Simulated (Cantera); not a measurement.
Standard-state values (1 bar) from the NASA 1993 polynomials, evaluated with Cantera. Values are per mole of reaction as written; species without (g) are pure solids or liquids, kept so even where they would boil at 1 bar.

2 Cr2O3 + 6 H(g) + 2 N(g) → 2 Cr2N + 3 H2O2(g), with ΔH° = -643.4 kJ and ΔS° = -322.0 J/K at 300 K.

Problem. How far is the shortcut ΔG° ≈ ΔH°(300 K) − T·ΔS°(300 K) from the full temperature-dependent value at 523, 623, 723, 823, 923, 1023, 1123, 1223, 1323, 1423, 1523 K?

Solution. 
```
T (K)  shortcut (kJ)  full (kJ)  difference (kJ)  difference in log10 K
-----  -------------  ---------  ---------------  ---------------------
523           -475.0     -466.7             -8.3                   0.83
623           -442.8     -427.3            -15.5                   1.30
723           -410.6     -386.6            -24.0                   1.73
823           -378.4     -344.8            -33.6                   2.13
923           -346.2     -302.2            -44.0                   2.49
1023          -314.0     -259.0            -55.0                   2.81
1123          -281.8     -215.2            -66.6                   3.10
1223          -249.6     -171.1            -78.5                   3.35
1323          -217.4     -126.7            -90.7                   3.58
1423          -185.2      -82.1           -103.1                   3.78
1523          -153.0      -37.3           -115.7                   3.97
```
The shortcut ignores the heat-capacity change of the reaction.
